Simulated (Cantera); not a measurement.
# Thermodynamics of hydrogen reduction and annealing atmospheres, feed Fe₂O₃ + H₂

A closed system holds: 1 mol Fe₂O₃, 2600 mol H₂, held at 0.130 bar.

Equilibrium computed with Cantera from the NASA thermochemical tables; the gas is ideal and each condensed phase is pure. Candidate condensed phases: Fe, FeO, Fe(OH)₂, Fe(OH)₃, Fe₂O₃, Fe₃O₄, H₂O; 12 gas species. The numbers say what is thermodynamically allowed, not how fast it happens.

From 552 °C to 852 °C the condensed part is Fe(α). From 952 °C to 1352 °C the condensed part is Fe(γ). At 1452 °C the condensed part is Fe(δ). At 1552 °C the condensed part is Fe(l). From 1652 °C to 1852 °C nothing is condensed.

| T (°C) | x H₂ | x H | x H₂O | x Fe | x OH | x FeO | x O | n Fe(α) | n Fe(γ) | n Fe(δ) | n Fe(l) |
|---|---|---|---|---|---|---|---|---|---|---|---|
| 552 | 0.999 | 2.20e-11 | 0.00115 | <1e-12 | <1e-12 | <1e-12 | <1e-12 | 2.00 | 0 | 0 | 0 |
| 652 | 0.999 | 7.22e-10 | 0.00115 | <1e-12 | <1e-12 | <1e-12 | <1e-12 | 2.00 | 0 | 0 | 0 |
| 752 | 0.999 | 1.21e-8 | 0.00115 | <1e-12 | <1e-12 | <1e-12 | <1e-12 | 2.00 | 0 | 0 | 0 |
| 852 | 0.999 | 1.23e-7 | 0.00115 | 2.59e-11 | <1e-12 | <1e-12 | <1e-12 | 2.00 | 0 | 0 | 0 |
| 952 | 0.999 | 8.64e-7 | 0.00115 | 8.67e-10 | 9.08e-12 | <1e-12 | <1e-12 | 0 | 2.00 | 0 | 0 |
| 1052 | 0.999 | 4.53e-6 | 0.00115 | 1.69e-8 | 7.64e-11 | <1e-12 | <1e-12 | 0 | 2.00 | 0 | 0 |
| 1152 | 0.999 | 1.89e-5 | 0.00115 | 2.15e-7 | 4.78e-10 | <1e-12 | <1e-12 | 0 | 2.00 | 0 | 0 |
| 1252 | 0.999 | 6.56e-5 | 0.00115 | 1.95e-6 | 2.35e-9 | 9.96e-12 | <1e-12 | 0 | 1.99 | 0 | 0 |
| 1352 | 0.999 | 0.000196 | 0.00115 | 1.33e-5 | 9.51e-9 | 1.01e-10 | 1.53e-12 | 0 | 1.97 | 0 | 0 |
| 1452 | 0.998 | 0.000515 | 0.00115 | 7.25e-5 | 3.28e-8 | 7.74e-10 | 1.34e-11 | 0 | 0 | 1.81 | 0 |
| 1552 | 0.997 | 0.00122 | 0.00115 | 0.000322 | 9.86e-8 | 4.67e-9 | 9.26e-11 | 0 | 0 | 0 | 1.16 |
| 1652 | 0.995 | 0.00265 | 0.00115 | 0.000768 | 2.64e-7 | 1.47e-8 | 5.24e-10 | 0 | 0 | 0 | 0 |
| 1752 | 0.993 | 0.00532 | 0.00115 | 0.000767 | 6.44e-7 | 1.88e-8 | 2.50e-9 | 0 | 0 | 0 | 0 |
| 1852 | 0.988 | 0.0100 | 0.00115 | 0.000765 | 1.44e-6 | 2.34e-8 | 1.03e-8 | 0 | 0 | 0 | 0 |
x: gas mole fraction; n: condensed amount in mol.
